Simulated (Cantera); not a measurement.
Transport properties of process gases

Gas mixture: O₂ : NO = 0.64 : 0.27 (molar parts), at 0.00266 atm, frozen composition.

Cantera's kinetic-theory transport with the Lennard-Jones parameters of GRI-Mech 3.0, ideal gas; thermal conductivity in the multicomponent form. The composition is frozen, though it would react at the higher temperatures.

```
T (K)  ρ (kg/m³)  cp (J/kg/K)  μ (µPa s)  λ (mW/m/K)     Pr  D (cm²/s) O  D (cm²/s) CH₃  D (cm²/s) N₂
-----  ---------  -----------  ---------  ----------  -----  -----------  -------------  ------------
400      0.00255        957.6       24.9        33.5  0.712          202            141           129
650      0.00157         1028       34.9        50.5  0.710          461            326           295
900      0.00113         1085       43.3        66.3  0.709          795            565           509
1150    0.000887         1121       50.9        80.5  0.709         1190            852           767
1400    0.000728         1147       57.8        93.6  0.708         1660           1180          1060
1650    0.000618         1169       64.3         106  0.708         2180           1550          1400
1900    0.000537         1187       70.4         118  0.707         2750           1960          1760
```
D: mixture-averaged diffusion coefficient of that species in the mixture.
